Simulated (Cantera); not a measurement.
A Cantera script and what it prints.

```python
import numpy as np
import cantera as ct

gas_names = """
    F F2 N NF NF2 NF3 N2 Si SiF SiF2 SiF3 SiF4 SiN Si2 Si2N Si3
""".split()
cond_names = """
    Si(cr) Si(L) Si3N4(a)
""".split()


def load(file, names, dense=False):
    # The tables refer to 1 bar. Condensed volumes are neglected.
    table = {s.name: s for s in ct.Species.list_from_file(file)}
    out = []
    for n in names:
        d = dict(table[n].input_data)
        d["thermo"] = dict(d["thermo"], **{"reference-pressure": 1e5})
        if dense:
            d["equation-of-state"] = {"model": "constant-volume", "density": "1e6 g/cm^3"}
        out.append(ct.Species.from_dict(d))
    return out


gas = ct.Solution(thermo="ideal-gas", species=load("nasa_gas.yaml", gas_names))
cond = {s.name: ct.Solution(thermo="fixed-stoichiometry", species=[s], name=s.name)
        for s in load("nasa_condensed.yaml", cond_names, dense=True)}
atoms = {
    'Si': {'Si': 1},
    'NF3': {'N': 1, 'F': 3},
    'N2': {'N': 2},
}
top_T = {'Si3N4(a)': 2400}  # K; cautious upper limits of use, not melting points


def equilibrate(T, P, feed):
    n = {}
    for name, mol in feed.items():
        for a, k in atoms[name].items():
            n[a] = n.get(a, 0.0) + k * mol
    gas.TPX = T, P, n
    mass = sum(n.values()) * gas.mean_molecular_weight
    gas.equilibrate("TP")
    valid = [c for c in cond.values() if c.min_temp <= T <= top_T.get(c.name, c.max_temp)]
    mix = ct.Mixture([(gas, mass / gas.mean_molecular_weight)] + [(c, 0.0) for c in valid])
    mix.T, mix.P = T, P
    mix.equilibrate("TP", solver="vcs", rtol=1e-11, max_steps=5000)
    return mix


results = []
feed = {'Si': 1, 'NF3': 5.4, 'N2': 0.41}  # mol
T = 475  # K
P = 440  # Pa
mix = equilibrate(T, P, feed)
results.append((T, P, feed, dict(zip(mix.species_names, mix.species_moles))))
x = sorted(zip(gas.X, gas.species_names), reverse=True)
print(f"T = {T:g} K  P = {P:g} Pa  gas = {mix.phase_moles(0):.4g} mol")
print("   x: " + "  ".join(f"{s} {v:.3e}" for v, s in x if v > 0.0001))
print("   condensed (mol): " + ("  ".join(f"{mix.phase(i).name} {mix.phase_moles(i):.4g}"
      for i in range(1, mix.n_phases) if mix.phase_moles(i) > 1e-12) or "none"))
```

Result:

```
T = 475 K  P = 440 Pa  gas = 6.147 mol
   x: NF3 6.611e-01  N2 1.754e-01  SiF4 1.627e-01  F2 8.121e-04
   condensed (mol): none
```

Cantera equilibrium calculation (NASA polynomials, part measured and part estimated; ideal gas, pure solids and liquids).
